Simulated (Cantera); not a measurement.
Mixture: CH4 : H2 : O2 : N2 = 1 : 0.089 : 4.44 : 16.7 (molar parts), equivalence ratio 0.46, at 2.37 atm, adiabatic and at constant volume. Ignition delay is the time to a rise of 400 K.

Detailed kinetics in Cantera: GRI-Mech 3.0 (53 species, 325 reactions).

Problem. What does this change do: 0.83 parts H2O added?

Solution. 
```tsv
quantity	before	after
delay at 1273 K	2.55 ms	2.69 ms
delay at 1423 K	0.575 ms	0.614 ms
delay at 1573 K	0.167 ms	0.174 ms
delay at 1723 K	61.6 µs	61.6 µs
apparent activation energy between 1648 and 1798 K	150 kJ/mol	150 kJ/mol
```
